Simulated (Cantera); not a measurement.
An adiabatic, constant-pressure homogeneous reactor starts with 13.6 % CO, 1.63 % H2, 21.7 % O2, 63.0 % N2, at 1400 K and 230000 Pa.

Cantera simulation using GRI-Mech 3.0 (53 species, 325 reactions); the numbers are that mechanism's predictions, not measurements. The hydrogen kinetics of GRI-Mech 3.0 are dated; newer H2 mechanisms differ, most at raised pressure.

One state of this run: T (K) = 2435; x CO = 0.00629; x H2 = 0.000117; x O2 = 0.145; x H = 0.000135; x O = 0.00263; x CO2 = 0.140. x: mole fraction; the columns are a selection and need not sum to one.

Q: Which value of t (s) does it belong to?
A. 0.000225
B. 8.00e-6
C. 0.000684
D. 0.0585

A: D, 0.0585
